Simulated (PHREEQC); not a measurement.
Solution (20 °C): 0.0052 mol CaCl2, 0.21 mol Na2HPO4 and 5e-05 mol NaCl per kg of water. Closed to the air; pH follows from the charge balance.

Model: ion-association model, wateq4f.dat, run in PHREEQC.

```json
[
 {"quantity": "pH", "before": "8.51", "after": "8.61"},
 {"quantity": "Ca+2 (mol/kgw)", "before": "0.000527", "after": "0.000305"},
 {"quantity": "CaOH+ (mol/kgw)", "before": "1.04e-8", "after": "8.08e-9"},
 {"quantity": "SI of Halite (NaCl)", "before": "-4.30", "after": "-4.85"},
 {"quantity": "SI of Portlandite (Ca(OH)2)", "before": "-10.03", "after": "-10.03"}
]
```

Problem. What was changed between the two runs?
(A) Na2HPO4 left out
(B) NaCl from 5e-05 to 0.00025 mol/kgw
(C) diluted 100-fold with water
(D) diluted 2-fold with water
(E) Na2HPO4 from 0.21 to 0.189 mol/kgw

Solution. D, diluted 2-fold with water

No solid was allowed to form. Some of these states are supersaturated (in Hydroxyapatite, for instance). H3PO4, which wateq4f.dat lacks, is added to it with the constant of phreeqc.dat.
